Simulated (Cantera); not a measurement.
An adiabatic, constant-pressure homogeneous reactor starts with CH₄ : O₂ : N₂ = 1 : 2.02 : 7.6 (molar parts), equivalence ratio 0.99, at 1798 K and 7500 Torr. Integrator tolerance rtol = 1e-08.

Model: GRI-Mech 3.0 (53 species, 325 reactions), integrated in Cantera. Above 3000 K some thermodynamic fits are extrapolated.

### Question
What does this change do: CH4 1 to 0.32 parts?

### Answer
| quantity | before | after |
|---|---|---|
| time of steepest temperature rise | 16.7 µs | 15.1 µs |
| temperature at 0.200 s | 3018 K | 2411 K |
| equilibrium temperature | 3018 K | 2411 K |
| x(CH₄) at 0.200 s | <1e-12 (gas-phase equilibrium <1e-12) | <1e-12 (gas-phase equilibrium <1e-12) |
| x(O₂) at 0.200 s | 0.0181 (gas-phase equilibrium 0.0181) | 0.130 (gas-phase equilibrium 0.130) |
| x(CO₂) at 0.200 s | 0.0491 (gas-phase equilibrium 0.0491) | 0.0315 (gas-phase equilibrium 0.0315) |
| x(C₂H) at 0.200 s | <1e-12 (gas-phase equilibrium <1e-12) | <1e-12 (gas-phase equilibrium <1e-12) |
| x(HCO) at 0.200 s | 2.13e-7 (gas-phase equilibrium 2.13e-7) | 7.88e-11 (gas-phase equilibrium 7.88e-11) |

### Question
What does this change do: N2 7.6 to 12 parts?

### Answer
| quantity | before | after |
|---|---|---|
| time of steepest temperature rise | 16.7 µs | 23.4 µs |
| temperature at 0.200 s | 3018 K | 2824 K |
| equilibrium temperature | 3018 K | 2824 K |
| x(CH₄) at 0.200 s | <1e-12 (gas-phase equilibrium <1e-12) | <1e-12 (gas-phase equilibrium <1e-12) |
| x(O₂) at 0.200 s | 0.0181 (gas-phase equilibrium 0.0181) | 0.0101 (gas-phase equilibrium 0.0101) |
| x(CO₂) at 0.200 s | 0.0491 (gas-phase equilibrium 0.0491) | 0.0425 (gas-phase equilibrium 0.0425) |
| x(C₂H) at 0.200 s | <1e-12 (gas-phase equilibrium <1e-12) | <1e-12 (gas-phase equilibrium <1e-12) |
| x(HCO) at 0.200 s | 2.13e-7 (gas-phase equilibrium 2.13e-7) | 5.58e-8 (gas-phase equilibrium 5.58e-8) |
